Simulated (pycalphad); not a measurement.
All values are pycalphad results on the COST 507 light-alloy database (1999) (1 atm), not direct measurements. The database dates from 1999; later assessments differ in places, in temperatures and in the compounds included. Diffusion is slow at the low end, where real alloys seldom reach equilibrium.

Problem. How does the equilibrium phase assembly of Hf-2.62C (at.%) change on cooling from 3300 K to 500 K?

Solution. 
| T (K) | phases above | phases below |
|---|---|---|
| 2518.7 | LIQUID | HCP_A3 + LIQUID |
| 2479.4 | HCP_A3 + LIQUID | BCC_A2 + HCP_A3 |
| 2395.9 | BCC_A2 + HCP_A3 | HCP_A3 |
| 893.9 | HCP_A3 | FCC_A1 + HCP_A3 |
Changes were sought between steps of 100 K, so a narrower field can be missed.

FCC_A1 is fcc; BCC_A2 is bcc; HCP_A3 is hcp. The fcc model also describes the rock-salt carbide or nitride (TiC, TiN, HfC).
